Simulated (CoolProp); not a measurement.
Vapour-liquid equilibrium of R125 (1) + R227EA (2) at 182.6 K; x and y are mole fractions of (1).

Model: multi-fluid Helmholtz-energy mixture model, Lemmon 2005 and Lemmon 2016; pair parameters Bell 2016, in CoolProp.

```
x      bubble pressure, mixture model (MPa)  bubble pressure, Raoult's law (MPa)  y, mixture model  y, Raoult's law
-----  ------------------------------------  -----------------------------------  ----------------  ---------------
0.05                                    [?]                             0.001090             0.323            0.320
0.125                              0.001574                             0.001554             0.566            0.561
0.2                                     [?]                             0.002018             0.696            0.691
0.275                              0.002531                             0.002483             0.776            0.772
0.35                                    [?]                             0.002947               [?]            0.828
0.425                              0.003476                             0.003411             0.870            0.868
0.5                                0.003941                             0.003875               [?]            0.899
0.575                              0.004401                             0.004339             0.923            0.924
0.65                               0.004856                             0.004804             0.942            0.943
0.725                              0.005308                             0.005268             0.958            0.959
0.8                                0.005758                             0.005732               [?]            0.973
0.875                              0.006209                             0.006196             0.983            0.984
0.95                               0.006664                             0.006660             0.994            0.994
```

Q: What belongs in the gaps?

A: 
- 0.05, bubble pressure, mixture model (MPa): 0.001096
- 0.2, bubble pressure, mixture model (MPa): 0.002053
- 0.35, bubble pressure, mixture model (MPa): 0.003006
- 0.35, y, mixture model: 0.831
- 0.5, y, mixture model: 0.900
- 0.8, y, mixture model: 0.972

The largest gap from Raoult's law is +2.0 % in bubble pressure, at x = 0.35. No azeotrope shows between x = 0.05 and 0.95.

Pair parameters are fitted to limited data, so mixtures are less certain than the pure fluids.
